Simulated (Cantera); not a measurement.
An adiabatic, constant-volume homogeneous reactor starts with 26.9 % H2, 8.38 % O2, 64.8 % N2, equivalence ratio 1.6, at 1450 K and 1.01 bar.

Cantera simulation using GRI-Mech 3.0 (53 species, 325 reactions); the numbers are that mechanism's predictions, not measurements.

Problem. Predict: time of steepest temperature rise; temperature at 3.00 s; equilibrium temperature; x(H2) at 3.00 s; x(O2) at 3.00 s; x(H) at 3.00 s; x(HO2) at 3.00 s; x(NO2) at 3.00 s; x(H2O2) at 3.00 s; x(NO) at 3.00 s.

Solution. 
- time of steepest temperature rise = 24.1 µs
- temperature at 3.00 s = 2719 K
- equilibrium temperature = 2719 K
- x(H2) at 3.00 s = 0.107 (gas-phase equilibrium 0.107)
- x(O2) at 3.00 s = 0.000369 (gas-phase equilibrium 0.000369)
- x(H) at 3.00 s = 0.0152 (gas-phase equilibrium 0.0152)
- x(HO2) at 3.00 s = 3.13e-7 (gas-phase equilibrium 3.13e-7)
- x(NO2) at 3.00 s = 5.19e-8 (gas-phase equilibrium 5.19e-8)
- x(H2O2) at 3.00 s = 4.76e-8 (gas-phase equilibrium 4.76e-8)
- x(NO) at 3.00 s = 0.00130 (gas-phase equilibrium 0.00130)
